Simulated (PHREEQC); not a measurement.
Solution (25 °C): 0.21 mol Cu(NO3)2, 0.069 mol HBF4 and 0.004 mol H3BO3 per kg of water. Closed to the air; pH follows from the charge balance.

Computed with PHREEQC (ion-association model, wateq4f.dat).

No solid was allowed to form.

Estimate the pH, ionic strength, activity of water.

pH 1.29; ionic strength 0.698 mol/kgw; activity of water 0.987.

In which forms is B present?

BF4- 89 %, H3BO3 7.3 %, BF3OH- 3.5 %, BF2(OH)2- 0.5 % of the B.

Real BF4- forms and hydrolyses slowly; the run takes it at equilibrium.
